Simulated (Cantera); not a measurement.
Input (Python, Cantera) and output of one run.

```python
import numpy as np
import cantera as ct

gas_names = [...]  # 140 gases of nasa_gas.yaml made of C, Fe, H, N, O
cond_names = """
    C(gr) C6H6(L) C7H8(L) C8H18(L),n-octa Fe(a) Fe(c) Fe(d) Fe(L) FeC5O5(L) FeO(s) FeO(L) Fe(OH)2(s)
    Fe(OH)3(s) Fe2O3(s) Fe3O4(s) H2O(s) H2O(L)
""".split()


# ... load() reads the species with a 1 bar reference pressure and builds the phases ...
atoms = {
    'Fe2O3': {'Fe': 2, 'O': 3},
    'CH4': {'C': 1, 'H': 4},
    'N2': {'N': 2},
    'CO': {'C': 1, 'O': 1},
}
top_T = {'C(gr)': 4500, 'Fe2O3(s)': 1830, 'Fe3O4(s)': 1870}  # K; cautious upper limits of use, not melting points


# ... equilibrate(T, P, feed) seeds the gas with the atoms and calls Mixture.equilibrate('TP', solver="vcs", rtol=1e-11, max_steps=5000) ...
results = []
feed = {'Fe2O3': 1, 'CH4': 1.2, 'N2': 7.7, 'CO': 7.7}  # mol
T = 2623  # K
P = 96000  # Pa
mix = equilibrate(T, P, feed)
results.append((T, P, feed, dict(zip(mix.species_names, mix.species_moles))))
print(gas.report(threshold=0.0001))
for i in range(1, mix.n_phases):
    print(f"{mix.phase(i).name:16s} {mix.phase_moles(i):12.5e} mol")
```

It prints:

```
       temperature   2623 K
          pressure   96000 Pa
           density   0.12327 kg/m^3
  mean mol. weight   28.003 kg/kmol
   phase of matter   gas

                          1 kg             1 kmol
                     ---------------   ---------------
          enthalpy         1.692e+06        4.7381e+07  J
   internal energy        9.1319e+05        2.5572e+07  J
           entropy            9693.3        2.7144e+05  J/K
    Gibbs function       -2.3734e+07       -6.6461e+08  J
 heat capacity c_p            1329.7             37235  J/K
 heat capacity c_v            1032.8             28921  J/K

                      mass frac. Y      mole frac. X     chem. pot. / RT
                     ---------------   ---------------   ---------------
                CO           0.40035           0.40026           -34.685
               CO2          0.047598          0.030287           -54.829
                Fe           0.14338          0.071896           -9.0482
               FeO         0.0056107         0.0021869           -29.192
           Fe(OH)2         0.0003651        0.00011378           -72.368
                 H        0.00041886          0.011636           -11.516
                H2         0.0052753          0.073277           -23.033
               H2O          0.023295          0.036211           -43.176
                NO        0.00024036        0.00022432           -34.603
                N2           0.37252           0.37238           -28.918
                 O        7.9731e-05        0.00013955           -20.144
                OH        0.00082763         0.0013628            -31.66
     [ +128 minor]        3.3459e-05        2.9807e-05

C(gr)             0.00000e+00 mol
Fe(L)             1.27605e-01 mol
FeC5O5(L)         0.00000e+00 mol
FeO(L)            3.38628e-01 mol
```

These are equilibrium values from Cantera (NASA tables, ideal gas, pure condensed phases), not measurements of a reactor. Each liquid is taken as pure. Mutual solubility and eutectic melting of coexisting phases are not modelled. The tables' stoichiometric FeO is somewhat more stable than real wüstite, so its field is too wide. FeO: taken at fixed stoichiometry.
